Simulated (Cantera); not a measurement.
Input: 1 mol B, 0.014 mol H2O, 0.7 mol H2, equilibrated at 13.3 mbar.

These are equilibrium values from Cantera (NASA tables, ideal gas, pure condensed phases), not measurements of a reactor. Candidate condensed phases: B, B2O3, B3O3H3, H2O; 23 gas species. The tables' values for BH2 are old estimates; treat these amounts as uncertain. Rates play no part.

Task: At 1598 K, list the 4 most abundant gas species with their mole fractions, and the condensed phases.

Result: H2 0.982, HBO 0.0158, B2O2 0.00149, H 0.000457. Condensed: B(s).
